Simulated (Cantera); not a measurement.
**Equilibrium for chlorosilane synthesis and conversion: SiCl4 + Cl2 + H2**

Input: 1 mol SiCl4, 2.6 mol Cl2, 0.27 mol H2, at 1723 K and 13300 Pa.

Cantera equilibrium calculation (NASA polynomials, part measured and part estimated; ideal gas, pure solids and liquids). Candidate condensed phases: Si; 19 gas species. The tables' values for SiCl3 are old estimates; treat these amounts as uncertain. Equilibrium is a limit: real reactors are often held back by kinetics, nucleation or transport.

| Property | Result |
|---|---|
| x(Cl) | 0.340 |
| x(Cl2) | 0.330 |
| x(SiCl4) | 0.214 |
| x(HCl) | 0.116 |
| x(SiCl3) | 0.000493 |
| x(SiCl2) | 2.13e-6 |
| gas amount | 4.665 mol |
| log10 activity of Si(l) (absent) | -12.10 |
